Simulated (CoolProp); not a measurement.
Vapour-liquid equilibrium of R245fa (1) + n-pentane (2) at 0.974 MPa; x and y are mole fractions of (1).

Computed with CoolProp (multi-fluid Helmholtz-energy mixture model, Akasaka 2015 and Thol 2019; pair parameters Bell 2016).

```json
[
 {"x": "0.05", "bubble temperature (K)": "385.3", "y at the bubble point": "0.205", "dew temperature at overall composition x (K)": "394.0", "liquid density (mol/L)": "7.181"},
 {"x": "0.2", "bubble temperature (K)": "367.9", "y at the bubble point": "0.487", "dew temperature at overall composition x (K)": "385.6", "liquid density (mol/L)": "7.458"},
 {"x": "0.35", "bubble temperature (K)": "361.9", "y at the bubble point": "0.587", "dew temperature at overall composition x (K)": "376.6", "liquid density (mol/L)": "7.572"},
 {"x": "0.5", "bubble temperature (K)": "359.3", "y at the bubble point": "0.644", "dew temperature at overall composition x (K)": "367.1", "liquid density (mol/L)": "7.688"},
 {"x": "0.65", "bubble temperature (K)": "358.0", "y at the bubble point": "0.700", "dew temperature at overall composition x (K)": "359.1", "liquid density (mol/L)": "7.866"},
 {"x": "0.8", "bubble temperature (K)": "357.8", "y at the bubble point": "0.779", "dew temperature at overall composition x (K)": "358.0", "liquid density (mol/L)": "8.117"},
 {"x": "0.95", "bubble temperature (K)": "360.0", "y at the bubble point": "0.923", "dew temperature at overall composition x (K)": "360.6", "liquid density (mol/L)": "8.407"}
]
```

y crosses x between x = 0.65 and 0.8: the model has an azeotrope there.

Pair parameters are fitted to limited data, so mixtures are less certain than the pure fluids. With so large a gap from Raoult's law the liquid may split in two, which this calculation doesn't test in full.
